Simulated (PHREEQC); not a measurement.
Make-up at 20 °C: 0.15 mol/kgw MnCl2. Closed to the air; pH follows from the charge balance.

Equilibrium calculation in PHREEQC: ion-association model, phreeqc.dat.

Each row changes one thing in this solution. Precipitation was switched off in this run.

| case | pH | ionic strength (mol/kgw) | Cl- (mol/kgw) | Mn+2 (mol/kgw) | MnCl+ (mol/kgw) | MnCl2 (mol/kgw) |
|---|---|---|---|---|---|---|
| as made | 6.11 | 0.380 | 0.264 | 0.116 | 0.0326 | 0.00161 |
| diluted 5-fold with water | ? | ? | 0.0573 | 0.0273 | 0.00264 | 4.02e-5 |
| temperature from 20 to 90 °C | 5.11 | 0.389 | 0.269 | 0.120 | 0.0285 | 0.00128 |
| diluted 100-fold with water | 6.79 | 0.00447 | 0.00299 | ? | 1.37e-5 | 1.55e-8 |
| MnCl2 from 0.15 to 0.75 mol/kgw | 5.92 | 1.48 | 1.07 | 0.391 | 0.306 | 0.0378 |

Question: Some entries are withheld; supply them.

Answer: 
- diluted 5-fold with water, pH: 6.34
- diluted 5-fold with water, ionic strength (mol/kgw): 0.0846
- diluted 100-fold with water, Mn+2 (mol/kgw): 0.00149

The ionic strength passes 0.7 mol/kgw, the rough limit of the ion-association models, in MnCl2 from 0.15 to 0.75 mol/kgw. Species that the database lacks are ignored. Constants without temperature data keep their 25 °C values here.
